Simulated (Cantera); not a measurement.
Source: NASA polynomial tables (part measured, part estimated), evaluated in Cantera. Values are per mole of reaction as written; species without (g) are pure solids or liquids, kept so even where they would boil at 1 bar.

Problem. Between 300 and 2225 K, where is each reaction favourable under standard conditions?
- 3 F(g) + Al = AlF3(g)

Solution. 
- 3 F(g) + Al = AlF3(g): ΔG° is -1379 kJ at 300 K and -875 kJ at 2225 K; it stays negative (K > 1). ΔH° is -1488 kJ and ΔS° -276 J/K at 2225 K.
